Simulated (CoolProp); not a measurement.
Vapour-liquid equilibrium of R125 (1) + ethanol (2) at 302.3 K; x and y are mole fractions of (1).

Values from CoolProp's multi-fluid Helmholtz-energy mixture model, Lemmon 2005 and Schroeder 2014; pair parameters Bell 2016.

Q: Give the bubble pressure and the first vapour's composition at x = 0.15, 0.65, 0.75. Is there an azeotrope?

A: x = 0.15: 508.9 kPa, y = 0.979; x = 0.65: 1145 kPa, y = 0.991; x = 0.75: 1215 kPa, y = 0.992. No azeotrope shows between x = 0.05 and 0.95.

The pair parameters rest on a limited set of measurements; away from them the model extrapolates. The gap from Raoult's law changes sign with composition, which may be real or a fault of the pair parameters; it wasn't checked against measurements. With so large a gap from Raoult's law the liquid may split in two, which this calculation doesn't test in full.
